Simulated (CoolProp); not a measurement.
CF4 (R14) at 281.59 K and 0.704 MPa flows at 7.7 m/s in a round tube of 50 mm bore and 1.5 µm roughness, fully developed (64/Re and Nu = 3.66 if laminar; Colebrook and Gnielinski if turbulent). Each further row changes one setting.

The numbers come from the reference Helmholtz-energy equation of state, Platzer 1990 in CoolProp. This equation is an older, rougher fit.

```json
[
 {"case": "as stated", "Reynolds number": "628000", "Darcy friction factor": "0.0131", "pressure drop (Pa/m)": "213", "heat-transfer coefficient (W/(m² K))": "258", "mass flow (kg/h)": "1490"},
 {"case": "velocity 15.4 m/s", "Reynolds number": "1260000", "Darcy friction factor": "0.0119", "pressure drop (Pa/m)": "773", "heat-transfer coefficient (W/(m² K))": "468", "mass flow (kg/h)": "2980"},
 {"case": "diameter 100 mm", "Reynolds number": "1260000", "Darcy friction factor": "0.0116", "pressure drop (Pa/m)": "93.9", "heat-transfer coefficient (W/(m² K))": "227", "mass flow (kg/h)": "5950"}
]
```

Viscosity comes from a separate model (Huber 2003), an estimate that may be off by 10 % or more. Thermal conductivity comes from a separate model (Huber 2003), an estimate that may be off by 10 % or more.
